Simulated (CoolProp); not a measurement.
Methane along the isotherm 218.7 K: Z from the reference equation and from simpler models built on Tc = 190.6 K, pc = 4599 kPa, ω = 0.011; each cubic takes its own stable root.

Computed with CoolProp (reference Helmholtz-energy equation of state, Setzmann 1991).

```
p (kPa)          phase  reference
-------  -------------  ---------
36.4               gas     0.9982
68.9               gas     0.9967
131                gas     0.9937
248                gas     0.9880
470                gas     0.9771
890                gas     0.9562
1690               gas     0.9150
3200               gas     0.8310
6070     supercritical     0.6431
11500    supercritical     0.4641
```

Problem. How far does each simpler model (Redlich-Kwong, Peng-Robinson) lie from the reference over these 10 states: mean and median of the absolute difference, and the worst?

Solution. 
- Redlich-Kwong: mean 1.0 %, median 0.1 %, worst +8.8 % at 218.7 K and 11500 kPa
- Peng-Robinson: mean 1.1 %, median 0.6 %, worst -4.1 % at 218.7 K and 6070 kPa
